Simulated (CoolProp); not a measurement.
CH2F2 (R32) along the isobar 1.46 MPa: Z from the reference equation and from simpler models built on Tc = 78.1 °C, pc = 5.783 MPa, ω = 0.277; each cubic takes its own stable root.

Values from CoolProp's reference Helmholtz-energy equation of state, Tillner-Roth 1997.

```json
[
 {"T (°C)": "-94.75", "phase": "liquid", "reference": "0.03857"},
 {"T (°C)": "-62.75", "phase": "liquid", "reference": "0.03487"},
 {"T (°C)": "-30.65", "phase": "liquid", "reference": "0.03260"},
 {"T (°C)": "1.45", "phase": "liquid", "reference": "0.03161"},
 {"T (°C)": "33.55", "phase": "gas", "reference": "0.8177"},
 {"T (°C)": "65.65", "phase": "gas", "reference": "0.8804"},
 {"T (°C)": "97.65", "phase": "gas", "reference": "0.9161"},
 {"T (°C)": "129.75", "phase": "gas", "reference": "0.9390"},
 {"T (°C)": "161.85", "phase": "gas", "reference": "0.9547"}
]
```

Q: How far does each simpler model (van der Waals, Peng-Robinson) lie from the reference over these 9 states: mean and median of the absolute difference, and the worst?

A: 
- van der Waals: mean 318.8 %, median 8.2 %, worst +2569.1 % at 1.45 °C and 1.46 MPa
- Peng-Robinson: mean 6.7 %, median 2.5 %, worst +15.3 % at -94.75 °C and 1.46 MPa

At some of these states van der Waals gives the other phase, because its saturation line lies elsewhere.
